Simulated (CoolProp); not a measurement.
Vapour-liquid equilibrium of methanol (1) + benzene (2) at 415 K; x and y are mole fractions of (1).

Computed with CoolProp (multi-fluid Helmholtz-energy mixture model, de Reuck 1993 and Thol 2012; pair parameters Bell 2016).

```
x      bubble pressure, mixture model (MPa)  bubble pressure, Raoult's law (MPa)  y, mixture model  y, Raoult's law
-----  ------------------------------------  -----------------------------------  ----------------  ---------------
0.05                                 0.6445                               0.5241             0.236            0.109
0.125                                0.8027                               0.5728             0.401            0.249
0.2                                  0.9083                               0.6216             0.486            0.367
0.275                                0.9802                               0.6704             0.540            0.468
0.35                                  1.031                               0.7192             0.579            0.556
0.425                                 1.069                               0.7679             0.612            0.632
0.5                                   1.100                               0.8167             0.642            0.699
0.575                                 1.125                               0.8655             0.675            0.759
0.65                                  1.144                               0.9143             0.711            0.812
0.725                                 1.159                               0.9630             0.754            0.860
0.8                                   1.166                                1.012             0.806            0.903
0.875                                 1.164                                1.061             0.868            0.942
0.95                                  1.154                                1.109             0.943            0.978
```

The largest gap from Raoult's law is +46.2 % in bubble pressure, at x = 0.275. y crosses x between x = 0.8 and 0.875: the model has an azeotrope there.

Pair parameters are fitted to limited data, so mixtures are less certain than the pure fluids.
